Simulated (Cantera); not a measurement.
Reactions in the system Cl-H-Mg

Standard-state values (1 bar) from the NASA 1993 polynomials, evaluated with Cantera. Values are per mole of reaction as written; species without (g) are pure solids or liquids, kept so even where they would boil at 1 bar.

Cl2(g) + Mg(g) = MgCl2(g)

```csv
T (K),ΔH° (kJ),ΔS° (J/K),ΔG° (kJ),log10 K
425,-539.2,-93.7,-499.4,61.38
525,-538.9,-93.1,-490.0,48.76
625,-538.6,-92.5,-480.8,40.18
725,-538.2,-91.9,-471.5,33.97
825,-537.9,-91.5,-462.4,29.27
925,-537.5,-91.1,-453.2,25.59
```

2 HCl(g) + Mg = H2(g) + MgCl2(g)

```json
[
 {"T (K)": "425", "ΔH° (kJ)": "-207.4", "ΔS° (J/K)": "2.6", "ΔG° (kJ)": "-208.5", "log10 K": "25.63", "condensed phases": "Mg(s)"},
 {"T (K)": "525", "ΔH° (kJ)": "-207.0", "ΔS° (J/K)": "3.4", "ΔG° (kJ)": "-208.8", "log10 K": "20.78", "condensed phases": "Mg(s)"},
 {"T (K)": "625", "ΔH° (kJ)": "-206.7", "ΔS° (J/K)": "3.9", "ΔG° (kJ)": "-209.2", "log10 K": "17.48", "condensed phases": "Mg(s)"},
 {"T (K)": "725", "ΔH° (kJ)": "-206.6", "ΔS° (J/K)": "4.1", "ΔG° (kJ)": "-209.6", "log10 K": "15.10", "condensed phases": "Mg(s)"},
 {"T (K)": "825", "ΔH° (kJ)": "-206.6", "ΔS° (J/K)": "4.1", "ΔG° (kJ)": "-210.0", "log10 K": "13.30", "condensed phases": "Mg(s)"},
 {"T (K)": "925", "ΔH° (kJ)": "-215.2", "ΔS° (J/K)": "-5.2", "ΔG° (kJ)": "-210.4", "log10 K": "11.88", "condensed phases": "Mg(l)"}
]
```

MgCl2(g) = Mg(g) + 2 Cl(g)

```tsv
T (K)	ΔH° (kJ)	ΔS° (J/K)	ΔG° (kJ)	log10 K
425	783.0	204.4	696.2	-85.56
525	783.7	205.8	675.6	-67.22
625	784.2	206.8	655.0	-54.74
725	784.8	207.5	634.3	-45.70
825	785.2	208.1	613.5	-38.84
925	785.6	208.6	592.7	-33.47
```
